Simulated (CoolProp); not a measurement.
Properties of benzene along the isobar 140 bar (Tc = 288.9 °C, pc = 49.06 bar, ω = 0.211).

The numbers come from the reference Helmholtz-energy equation of state, Thol 2012 in CoolProp.

```csv
T (°C),phase,cp (kJ/(kg K)),expansivity (1/kK)
99.85,liquid,1.938,1.273
116.25,liquid,1.990,1.321
132.75,liquid,2.043,1.376
149.15,liquid,2.096,1.440
165.65,liquid,2.150,1.514
182.05,liquid,2.205,1.601
198.55,liquid,2.262,1.703
214.95,liquid,2.320,1.824
231.45,liquid,2.381,1.971
247.85,liquid,2.444,2.149
264.35,liquid,2.511,2.368
280.75,liquid,2.583,2.637
297.25,supercritical,2.659,2.967
313.65,supercritical,2.739,3.362
```
